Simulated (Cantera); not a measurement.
# Hydrocarbon pyrolysis for carbon deposition

An isothermal, constant-pressure homogeneous reactor starts with C₂H₄ : H₂ : N₂ = 1 : 1.3 : 0.097 (molar parts), at 1475 K and 1.18 atm.

Cantera simulation using GRI-Mech 3.0 (53 species, 325 reactions); the numbers are that mechanism's predictions, not measurements. GRI-Mech 3.0 was tuned for natural gas; its chemistry of ethylene as a main component is partial and can be far from experiment. GRI-Mech 3.0 stops at C3 and has no aromatics, soot or wall deposition, so with more carbon than oxygen in the feed, carbon stays in small species such as C2H2 where larger ones or solid carbon would form.

| t (s) | x C₂H₄ | x H₂ | x C₂H₂ | x H | x CH₃ | x C₂H₆ |
|---|---|---|---|---|---|---|
| 3.00e-6 | 0.417 | 0.542 | 1.07e-5 | 1.09e-8 | 2.59e-12 | 2.69e-9 |
| 9.53e-6 | 0.417 | 0.542 | 3.43e-5 | 3.35e-8 | 4.28e-11 | 2.99e-8 |
| 3.02e-5 | 0.417 | 0.542 | 0.000111 | 1.06e-7 | 5.30e-10 | 3.13e-7 |
| 9.60e-5 | 0.417 | 0.543 | 0.000374 | 3.55e-7 | 5.86e-9 | 3.24e-6 |
| 0.000305 | 0.415 | 0.543 | 0.00151 | 1.85e-6 | 8.70e-8 | 4.15e-5 |
| 0.000968 | 0.391 | 0.549 | 0.0176 | 2.30e-5 | 5.28e-6 | 0.000987 |
| 0.00307 | 0.250 | 0.585 | 0.115 | 3.63e-5 | 2.23e-5 | 0.00147 |
| 0.00976 | 0.103 | 0.619 | 0.215 | 3.12e-5 | 3.27e-5 | 0.000624 |
| 0.0310 | 0.0630 | 0.615 | 0.239 | 2.37e-5 | 3.97e-5 | 0.000369 |
| 0.0984 | 0.0584 | 0.587 | 0.235 | 1.74e-5 | 5.24e-5 | 0.000332 |
| 0.312 | 0.0529 | 0.542 | 0.227 | 1.19e-5 | 6.37e-5 | 0.000300 |
| 0.992 | 0.0477 | 0.499 | 0.220 | 8.93e-6 | 7.12e-5 | 0.000285 |
| 3.15 | 0.0463 | 0.487 | 0.218 | 8.33e-6 | 7.31e-5 | 0.000284 |
| 10.0 | 0.0463 | 0.487 | 0.218 | 8.32e-6 | 7.31e-5 | 0.000284 |
x: mole fraction; the columns are a selection and need not sum to one.

Equilibrium at this temperature and pressure: C₂H₄ 0.0439, H₂ 0.491, C₂H₂ 0.205, H 8.36e-6, CH₃ 7.15e-5, C₂H₆ 0.000271 (gas phase only).
